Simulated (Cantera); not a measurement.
Feed: 1 mol HI, 0.85 mol O2, held at 1098 K and 1000 Pa.

These are equilibrium values from Cantera (NASA tables, ideal gas, pure condensed phases), not measurements of a reactor. Candidate condensed phases: H2O, I2; 12 gas species. The numbers say what is thermodynamically allowed, not how fast it happens.

Base state: I 0.356, O2 0.308, H2O 0.257, I2 0.0788, HI 0.000107 (mole fractions); condensed: gas only.

**Question.** What changes in the equilibrium state with this change: O2 from 0.85 to 0.18 mol?

**Answer.** 
```json
[
 {"species": "I", "before": "0.356", "after": "0.403"},
 {"species": "H2O", "before": "0.257", "after": "0.287"},
 {"species": "HI", "before": "0.000107", "after": "0.194"},
 {"species": "O2", "before": "0.308", "after": "<1e-9"},
 {"species": "H2", "before": "5.80e-9", "after": "0.0149"},
 {"species": "I2", "before": "0.0788", "after": "0.101"}
]
```

**Question.** What changes in the equilibrium state with this change: HI replaced by HBr?

**Answer.** 
```
species    before   after
-------  --------  ------
O2          0.308   0.365
H2O         0.257   0.282
Br2             0   0.241
I           0.356       0
Br              0  0.0808
I2         0.0788       0
HBr             0  0.0313
HI       0.000107       0
```
Further candidate phases: Br2.

**Question.** What changes in the equilibrium state with this change: temperature from 1098 K to 998.15 K?

**Answer.** 
```
species    before    after
-------  --------  -------
O2          0.308    0.333
H2O         0.257    0.278
I           0.356    0.223
I2         0.0788    0.166
HI       0.000107  4.39e-5
```
